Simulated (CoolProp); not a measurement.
The fluid at 293.15 K and 1.78 MPa is throttled through a valve to 0.199 MPa with no heat exchange. The same conditions are run with several fluids, on thermodynamics alone (safety and materials aside).

Model: reference Helmholtz-energy equation of state of each fluid (n-nonane: Lemmon 2006; n-butane: Bücker 2006; vinyl chloride: Thol 2022; R141b: Lemmon 2006), in CoolProp.

```
fluid           temperature change (K)                       final phase  final density (kg/m³)
--------------  ----------------------  --------------------------------  ---------------------
n-nonane                    (withheld)                            liquid                    718
n-butane                    (withheld)  two-phase, vapour fraction 0.012                    250
vinyl chloride                   -16.1  two-phase, vapour fraction 0.074             (withheld)
R141b                             +0.6                            liquid                   1240
```

### Question
Fill in the missing entries.

### Answer

- n-nonane, temperature change (K): +0.7
- n-butane, temperature change (K): -1.3
- vinyl chloride, final density (kg/m³): 71.6
